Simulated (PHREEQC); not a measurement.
A solution holds 0.13 mol NaH2PO4 and 1.7e-05 mol H4SiO4 per kg of water, at 25 °C. Closed to the air; pH follows from the charge balance.

The numbers come from PHREEQC with the ion-association model, phreeqc.dat.

**Question.** The ionic strength comes out as 0.131 mol/kgw. What activity coefficients do HPO4-2, NaHPO4-, H+, Na+, H2PO4- get?

**Answer.** HPO4-2 0.34, NaHPO4- 0.77, H+ 0.81, Na+ 0.77, H2PO4- 0.77.

No solid was allowed to form.
